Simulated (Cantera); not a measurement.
Input: 1 mol MgCO3, 0.089 mol C, 0.14 mol H2, at 2098.15 K and 1.20 mbar.

Method: chemical equilibrium by Gibbs-energy minimisation in Cantera with the NASA 1993 tables (ideal gas, pure condensed phases). Candidate condensed phases: C, C6H6, C7H8, C8H18, H2O, Mg, MgCO3, MgO, Mg(OH)2; 116 gas species. Rates play no part.

Base state: CO2 0.555, CO 0.290, H2O 0.0899, O2 0.0255, OH 0.00973, H2 0.00951, H 0.00867, O 0.00632 (mole fractions); condensed: MgO(s).

Question: What changes in the equilibrium state with this change: pressure from 1.20 mbar to 7.20 bar?

Answer: 
```json
[
 {"species": "CO2", "before": "0.555", "after": "0.636"},
 {"species": "CO", "before": "0.290", "after": "0.250"},
 {"species": "H2O", "before": "0.0899", "after": "0.105"},
 {"species": "O2", "before": "0.0255", "after": "7.47e-6"},
 {"species": "MgOH", "before": "8.83e-5", "after": "1.07e-6"},
 {"species": "Mg", "before": "0.00510", "after": "6.40e-7"},
 {"species": "MgO", "before": "0.000108", "after": "1.80e-8"},
 {"species": "MgO(s), mol", "before": "0.993", "after": "1.000"}
]
```
